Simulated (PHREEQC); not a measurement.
Dissolve 0.0031 mol HF and 0.1 mol NaF per kg of water at 55 °C. Closed to the air; pH follows from the charge balance.

Model: ion-association model, wateq4f.dat, run in PHREEQC.

| quantity | before | after |
|---|---|---|
| pH | 4.94 | 4.23 |
| ionic strength (mol/kgw) | 0.0970 | 0.0971 |
| F- (mol/kgw) | 0.0960 | 0.0927 |
| H2F2 (mol/kgw) | 3.95e-6 | 9.87e-5 |

Problem. Name the change that produced these shifts.
A. NaF replaced by NaHF2 at the same molality
B. NaF replaced by AgF at the same molality
C. HF replaced by HBF4 at the same molality
D. diluted 10-fold with water
E. HF from 0.0031 to 0.0155 mol/kgw

Solution. E, HF from 0.0031 to 0.0155 mol/kgw

No solid was allowed to form. Away from 25 °C the constants follow the database's enthalpies or fits; those with neither stay at their 25 °C values.
